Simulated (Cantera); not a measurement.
Feed: 1 mol S, 2.5 mol O₂, equilibrated at 2150 K and 16.5 Torr.

Equilibrium computed with Cantera from the NASA thermochemical tables; the gas is ideal and each condensed phase is pure. Kinetics and transport are ignored.

| species | before | after |
|---|---|---|
| S₂ | 2.26e-9 | 0.665 |
| SO | 0.00182 | 0.143 |
| SO₂ | 0.396 | 0.143 |
| O₂ | 0.592 | 1.25e-5 |
| S | 2.54e-6 | 0.0436 |
| O | 0.0101 | 4.65e-5 |
| S₂O | 3.58e-9 | 0.00484 |
| SO₃ | 0.000172 | 2.85e-7 |
Gas species are given as mole fractions.

Problem. What was changed between the two runs?
A) temperature from 2150 K to 2575 K
B) O₂ from 2.5 to 0.018 mol
C) O₂ from 2.5 to 0.13 mol
D) temperature from 2150 K to 1175 K

Solution. C, O₂ from 2.5 to 0.13 mol
